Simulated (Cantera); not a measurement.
Feed: 1 mol Nb, 0.048 mol H₂O, 100 mol H₂, held at 2225 K and 75.0 Torr.

Equilibrium computed with Cantera from the NASA thermochemical tables; the gas is ideal and each condensed phase is pure. Condensed phases not in the tables: N, O or C dissolved in the metal. Kinetics and transport are ignored.

```
species        before    after
-----------  --------  -------
H₂              0.979    1.000
H₂O          0.000461  1.05e-5
H              0.0203  5.01e-6
Nb(s), mol      0.999    0.953
NbO(s), mol         0   0.0470
```
Gas species are given as mole fractions.

**Question.** Name the change that produced these shifts.
(A) pressure from 75.0 Torr to 0.0218 Torr
(B) pressure from 75.0 Torr to 1 atm
(C) temperature from 2225 K to 1323 K
(D) temperature from 2225 K to 2650 K

**Answer.** C, temperature from 2225 K to 1323 K. Mutual solubility and eutectic melting of coexisting phases are not modelled. NbO: taken at fixed stoichiometry
